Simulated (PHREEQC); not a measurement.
A PHREEQC input (ion-association model, phreeqc.dat):

```
SOLUTION 1
  temp 20
  units mg/kgw
  pH 5.71
  pe 10.8
  Na 0.274
  K 0.0121
  Ca 0.266
  Mg 0.00198
  Cl 0.549
  S(6) 0.282 as SO4
  Alkalinity 0.23 as HCO3
  Cd 0.0575
END
USE solution 1
EQUILIBRIUM_PHASES 1
  Gypsu 0 0
  CO2(g) -2 10
END
```

It stops with these messages:

```
ERROR: Phase not found in database, Gypsu.
ERROR: Calculations terminating due to input errors.
```

The fault: the phase Gypsum misspelt. The line should read `Gypsum` where the input has `Gypsu`. With the mend the run ends at pH 4.96 and ionic strength 4.72e-5 mol/kgw.
